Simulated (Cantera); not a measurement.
An isothermal plug-flow reactor at 1075 K and 1.00 bar (inlet), inlet velocity 0.17 m/s, active area per volume 160 1/m; feed CH4 : O2 : N2 = 0.0072 : 0.11 : 0.79 (molar parts).

Cantera simulation using Deutschmann's 1995 Pt surface mechanism with GRI-Mech 3.0 gas chemistry; the numbers are that mechanism's predictions, not measurements. Catalytic surfaces can have several steady states; this one follows from the mechanism file's or the stated starting coverage. Mass transfer to the wall is taken as infinitely fast.

One state of this run: x CH4 = 0.00204; x O2 = 0.110; x H2O = 0.0116; x CO2 = 0.00573; x CO = 2.16e-6; θ free Pt = 0.274; θ O* = 0.725; θ OH* = 0.00169. x: gas mole fraction; θ: surface coverage.

Question: Which value of z (m) does it belong to?
A. 0.0029
B. 0.00052
C. 0.00092
D. 0.0092

Answer: D, 0.0092
